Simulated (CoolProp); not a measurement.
Properties of C2F6 (R116) along the isotherm 179.2 K.

Computed with CoolProp (reference Helmholtz-energy equation of state, Lemmon 2006). It is a short technical equation, of lower accuracy than the large ones.

```tsv
p (MPa)	phase	viscosity (µPa s)	Prandtl number
0.0241	gas	8.43	0.736
0.0363	gas	8.41	0.740
0.0548	liquid	580	6.36
0.0827	liquid	581	6.36
0.125	liquid	581	6.36
0.188	liquid	582	6.37
0.284	liquid	583	6.38
0.428	liquid	584	6.39
0.646	liquid	587	6.40
0.975	liquid	590	6.43
1.47	liquid	596	6.46
2.22	liquid	604	6.52
3.35	liquid	617	6.60
5.05	liquid	637	6.73
```

Viscosity comes from a separate model (Huber 2003), an estimate that may be off by 10 % or more. Thermal conductivity comes from a separate model (Huber 2003), an estimate that may be off by 10 % or more.
